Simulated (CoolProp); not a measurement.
Saturation properties of carbon dioxide (Tc = 31.0 °C, pc = 7377 kPa, ω = 0.224).

The numbers come from the reference Helmholtz-energy equation of state, Span 1996 in CoolProp.

```csv
T (°C),p (kPa),enthalpy of vaporisation (kJ/kg),surface tension (mN/m),liquid conductivity (mW/(m K))
-41.55,948.4,325.2,13.0,159
-36.55,1138,316.1,___,153
-31.55,1355,306.5,10.8,___
-26.55,1600,296.5,9.74,141
-21.65,1871,286.1,8.71,135
-16.65,2181,274.8,7.69,___
-11.65,2526,262.8,6.69,___
-6.65,2910,___,5.72,117
-1.65,3335,235.8,4.78,111
3.35,3804,220.4,___,105
8.35,4321,203.3,3.02,99.2
13.35,___,183.8,___,93.1
```

Q: Some entries are withheld; supply them.

A: 
- -36.55, surface tension (mN/m): 11.9
- -31.55, liquid conductivity (mW/(m K)): 147
- -16.65, liquid conductivity (mW/(m K)): 129
- -11.65, liquid conductivity (mW/(m K)): 123
- -6.65, enthalpy of vaporisation (kJ/kg): 249.8
- 3.35, surface tension (mN/m): 3.88
- 13.35, p (kPa): 4888
- 13.35, surface tension (mN/m): 2.21

Thermal conductivity comes from a separate model (Huber 2016). Surface tension comes from a separate correlation (Mulero 2012).
